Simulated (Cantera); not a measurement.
**Thermodynamics of silicon nitride deposition, feed SiHCl₃ + NH₃ + H₂**

Feed: 1 mol SiHCl₃, 0.53 mol NH₃, 97 mol H₂, held at 0.130 bar.

Cantera equilibrium calculation (NASA polynomials, part measured and part estimated; ideal gas, pure solids and liquids). Candidate condensed phases: NH₄Cl, Si, Si₃N₄; 28 gas species. Mutual solubility and eutectic melting of coexisting phases are not modelled. The tables' values for SiCl₃, SiCl are old estimates; treat these amounts as uncertain. Gases not in the tables: Si₂H₆ and higher silanes. Kinetics and transport are ignored.

```json
[
 {"T (K)": "775", "x H₂": "0.987", "x HCl": "0.00650", "x H": "2.73e-12", "x SiCl₄": "0.00553", "x N₂": "6.95e-11", "x SiCl₂": "1.00e-8", "x SiHCl₃": "0.000543", "n Si₃N₄(s)": "0.133", "n Si(s)": "0", "n Si(l)": "0"},
 {"T (K)": "875", "x H₂": "0.987", "x HCl": "0.00740", "x H": "1.38e-10", "x SiCl₄": "0.00466", "x N₂": "7.63e-11", "x SiCl₂": "1.37e-6", "x SiHCl₃": "0.00136", "n Si₃N₄(s)": "0.133", "n Si(s)": "0", "n Si(l)": "0"},
 {"T (K)": "975", "x H₂": "0.985", "x HCl": "0.00872", "x H": "3.15e-9", "x SiCl₄": "0.00352", "x N₂": "1.53e-10", "x SiCl₂": "5.08e-5", "x SiHCl₃": "0.00227", "n Si₃N₄(s)": "0.133", "n Si(s)": "0", "n Si(l)": "0"},
 {"T (K)": "1075", "x H₂": "0.981", "x HCl": "0.0138", "x H": "4.03e-8", "x SiCl₄": "0.00218", "x N₂": "2.87e-9", "x SiCl₂": "0.000382", "x SiHCl₃": "0.00192", "n Si₃N₄(s)": "0.133", "n Si(s)": "0.114", "n Si(l)": "0"},
 {"T (K)": "1175", "x H₂": "0.976", "x HCl": "0.0210", "x H": "3.36e-7", "x SiCl₄": "0.000811", "x N₂": "9.93e-8", "x SiCl₂": "0.00103", "x SiHCl₃": "0.000888", "n Si₃N₄(s)": "0.132", "n Si(s)": "0.288", "n Si(l)": "0"},
 {"T (K)": "1275", "x H₂": "0.973", "x HCl": "0.0247", "x H": "2.02e-6", "x SiCl₄": "0.000164", "x N₂": "1.95e-6", "x SiCl₂": "0.00162", "x SiHCl₃": "0.000262", "n Si₃N₄(s)": "0.132", "n Si(s)": "0.372", "n Si(l)": "0"},
 {"T (K)": "1375", "x H₂": "0.972", "x HCl": "0.0255", "x H": "9.37e-6", "x SiCl₄": "2.79e-5", "x N₂": "2.48e-5", "x SiCl₂": "0.00193", "x SiHCl₃": "6.78e-5", "n Si₃N₄(s)": "0.131", "n Si(s)": "0.391", "n Si(l)": "0"},
 {"T (K)": "1475", "x H₂": "0.972", "x HCl": "0.0255", "x H": "3.55e-5", "x SiCl₄": "5.41e-6", "x N₂": "0.000221", "x SiCl₂": "0.00211", "x SiHCl₃": "1.95e-5", "n Si₃N₄(s)": "0.121", "n Si(s)": "0.415", "n Si(l)": "0"},
 {"T (K)": "1575", "x H₂": "0.971", "x HCl": "0.0254", "x H": "0.000114", "x SiCl₄": "1.26e-6", "x N₂": "0.00148", "x SiCl₂": "0.00225", "x SiHCl₃": "6.42e-6", "n Si₃N₄(s)": "0.0583", "n Si(s)": "0.595", "n Si(l)": "0"},
 {"T (K)": "1675", "x H₂": "0.969", "x HCl": "0.0252", "x H": "0.000317", "x SiCl₄": "3.47e-7", "x N₂": "0.00265", "x SiCl₂": "0.00236", "x SiHCl₃": "2.41e-6", "n Si₃N₄(s)": "0", "n Si(s)": "0.759", "n Si(l)": "0"},
 {"T (K)": "1775", "x H₂": "0.969", "x HCl": "0.0256", "x H": "0.000790", "x SiCl₄": "1.02e-7", "x N₂": "0.00265", "x SiCl₂": "0.00216", "x SiHCl₃": "9.13e-7", "n Si₃N₄(s)": "0", "n Si(s)": "0", "n Si(l)": "0.775"},
 {"T (K)": "1875", "x H₂": "0.967", "x HCl": "0.0260", "x H": "0.00179", "x SiCl₄": "3.36e-8", "x N₂": "0.00265", "x SiCl₂": "0.00195", "x SiHCl₃": "3.75e-7", "n Si₃N₄(s)": "0", "n Si(s)": "0", "n Si(l)": "0.786"},
 {"T (K)": "1975", "x H₂": "0.965", "x HCl": "0.0262", "x H": "0.00373", "x SiCl₄": "1.23e-8", "x N₂": "0.00264", "x SiCl₂": "0.00176", "x SiHCl₃": "1.68e-7", "n Si₃N₄(s)": "0", "n Si(s)": "0", "n Si(l)": "0.774"},
 {"T (K)": "2075", "x H₂": "0.961", "x HCl": "0.0263", "x H": "0.00724", "x SiCl₄": "4.88e-9", "x N₂": "0.00263", "x SiCl₂": "0.00159", "x SiHCl₃": "8.01e-8", "n Si₃N₄(s)": "0", "n Si(s)": "0", "n Si(l)": "0.710"}
]
```
x: gas mole fraction; n: condensed amount in mol.

From 775 K to 975 K the condensed part is Si₃N₄(s). From 1075 K to 1575 K the condensed part is Si(s) + Si₃N₄(s). At 1675 K the condensed part is Si(s). From 1775 K to 2075 K the condensed part is Si(l). The main Si-bearing gas is SiCl₄ at 775 K and SiCl₂ at 2075 K.
